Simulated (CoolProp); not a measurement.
Properties of fluorine at several states (Tc = 144.4 K, pc = 5240 kPa, ω = 0.045).

Model: reference Helmholtz-energy equation of state, de Reuck 1990, in CoolProp.

| T (K) | p (kPa) | phase | Z | cv (kJ/(kg K)) | Joule-Thomson coefficient (K/MPa) | isothermal compressibility (1/MPa) |
|---|---|---|---|---|---|---|
| 250.1 | 2110 | gas | 0.9796 | 0.5880 | 2.625 | 0.4837 |
| 124 | 363 | gas | 0.9624 | 0.5684 | 11.02 | 2.866 |
| 138.5 | 1180 | gas | 0.9092 | 0.5916 | 8.664 | 0.9395 |
| 190.9 | 75.5 | gas | 0.9981 | 0.5603 | 4.525 | 13.27 |
| 71.2 | 143 | liquid | 0.005755 | 0.8585 | -0.3013 | 0.001171 |
| 168.4 | 58.2 | gas | 0.9978 | 0.5547 | 5.847 | 17.22 |
